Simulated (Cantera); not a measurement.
Mixture: CH4 : O2 : N2 : H2O = 1 : 3.57 : 13.4 : 2.5 (molar parts), equivalence ratio 0.56, at 1.00 atm, adiabatic and at constant volume. Ignition delay is the time to a rise of 400 K.

Cantera simulation using GRI-Mech 3.0 (53 species, 325 reactions); the numbers are that mechanism's predictions, not measurements.

Question: What does this change do: pressure from 1.00 atm to 17.8 atm?

Answer: 
```csv
quantity,before,after
delay at 1225 K,29.3 ms,1.58 ms
delay at 1425 K,2.50 ms,0.196 ms
delay at 1625 K,0.357 ms,34.3 µs
delay at 1825 K,86.2 µs,7.67 µs
apparent activation energy between 1725 and 1925 K,170 kJ/mol,190 kJ/mol
```
The pressure lies above the range GRI-Mech 3.0 was tuned for (to about 10 atm).

Question: What does this change do: CH4 1 to 2.9 parts?

Answer: 
| quantity | before | after |
|---|---|---|
| delay at 1225 K | 29.3 ms | 51.9 ms |
| delay at 1425 K | 2.50 ms | 4.13 ms |
| delay at 1625 K | 0.357 ms | 0.488 ms |
| delay at 1825 K | 86.2 µs | 99.2 µs |
| apparent activation energy between 1725 and 1925 K | 170 kJ/mol | 190 kJ/mol |
